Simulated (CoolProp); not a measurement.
The fluid at 298.15 K and 0.223 MPa flows at 2 m/s in a round tube of 6 mm bore and 15 µm roughness, fully developed (64/Re and Nu = 3.66 if laminar; Colebrook and Gnielinski if turbulent). The same conditions are run with several fluids, on thermodynamics alone (safety and materials aside).

Model: reference Helmholtz-energy equation of state of each fluid (c-C4F8 (RC318): Platzer 1990; CH2F2 (R32): Tillner-Roth 1997; R152A: Outcalt 1996; R227EA: Lemmon 2016; normal hydrogen: Leachman 2009), in CoolProp. The equations of Platzer and Polt are older, rougher fits.

| fluid | Reynolds number | Darcy friction factor | pressure drop (Pa/m) | heat-transfer coefficient (W/(m² K)) | mass flow (kg/h) |
|---|---|---|---|---|---|
| c-C4F8 (RC318) | [?] | 0.0304 | 196 | [?] | 3.94 |
| CH2F2 (R32) | 4320 | 0.0416 | 66.7 | 37.1 | 0.980 |
| R152A | 6730 | 0.0374 | 77.9 | 59.5 | 1.27 |
| R227EA | 17000 | 0.0314 | 171 | 119 | 3.32 |
| normal hydrogen | [?] | 0.262 | 15.8 | 113 | 0.0369 |

**Question.** Complete the blanks.

**Answer.** 
- c-C4F8 (RC318), Reynolds number: 21200
- c-C4F8 (RC318), heat-transfer coefficient (W/(m² K)): 132
- normal hydrogen, Reynolds number: 244

Transport values come from each fluid's own correlations; those of c-C4F8 (RC318), CH2F2 (R32), R152A, R227EA are estimates that may be off by 10 % or more.
